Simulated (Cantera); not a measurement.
Feed: 1 mol TiN, 2.1 mol H2O, equilibrated at 2048.15 K and 6.40 mbar.

Method: chemical equilibrium by Gibbs-energy minimisation in Cantera with the NASA 1993 tables (ideal gas, pure condensed phases). Condensed phases not in the tables: Magnéli phases beyond Ti4O7. Kinetics and transport are ignored.

```tsv
species	before	after
H2O	0.133	0.704
H2	0.654	0.222
N2	0.190	0.0562
H	0.0227	0.0132
TiO2	5.94e-5	7.96e-5
O2	1.09e-6	0.000267
O	1.25e-5	0.000196
OH	0.000500	0.00456
NO	9.74e-6	8.30e-5
Ti4O7(l), mol	0.250	0
TiO2(rutile), mol	0	0.999
```
Gas species are given as mole fractions.

Task: Which change was made?
A) pressure from 6.40 mbar to 0.100 bar
B) temperature from 2048.15 K to 1498.15 K
C) H2O from 2.1 to 8.3 mol
D) pressure from 6.40 mbar to 13.3 mbar

Result: C, H2O from 2.1 to 8.3 mol
